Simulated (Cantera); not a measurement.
**Thermodynamics of fluorocarbon and chlorocarbon gases, feed CH2F2 + CH4**

Charge: 1 mol CH2F2, 0.015 mol CH4, at 1827 °C and 0.0100 bar.

Cantera equilibrium calculation (NASA polynomials, part measured and part estimated; ideal gas, pure solids and liquids). Candidate condensed phases: C, C6H6, C7H8, C8H18; 95 gas species. Equilibrium is a limit: real reactors are often held back by kinetics, nucleation or transport.

```
Quantity                 Value
-------------------  ---------
x(HF)                    0.983
x(H2)                   0.0130
x(H)                   0.00356
x(F)                  0.000162
x(C2H2 (acetylene))    1.88e-5
x(CF)                  1.20e-6
n(C(graphite))        1.01 mol
gas amount           2.034 mol
```
